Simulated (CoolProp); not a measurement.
Properties of oxygen along the isotherm 268.9 K.

The numbers come from the reference Helmholtz-energy equation of state, Schmidt 1985 in CoolProp.

```csv
p (kPa),phase,Z,cp (kJ/(kg K)),viscosity (µPa s)
23.9,gas,0.9998,0.9148,18.9
37.3,gas,0.9996,0.9150,18.9
58,gas,0.9994,0.9154,18.9
90.4,gas,0.9991,…,18.9
141,gas,0.9986,0.9171,18.9
219,gas,0.9978,…,18.9
341,gas,0.9965,…,19.0
531,gas,0.9946,…,19.0
827,gas,0.9916,0.9313,19.1
1290,gas,0.9870,…,19.2
2010,gas,0.9799,…,19.3
3120,gas,0.9693,0.9817,19.6
4860,gas,0.9536,…,20.1
7570,supercritical,0.9319,1.091,20.9
```

### Question
Fill in the missing entries.

### Answer

- 90.4, cp (kJ/(kg K)): 0.9161
- 219, cp (kJ/(kg K)): 0.9187
- 341, cp (kJ/(kg K)): 0.9212
- 531, cp (kJ/(kg K)): 0.9251
- 1290, cp (kJ/(kg K)): 0.9411
- 2010, cp (kJ/(kg K)): 0.9567
- 4860, cp (kJ/(kg K)): 1.023

Viscosity comes from a separate model (Lemmon 2004).
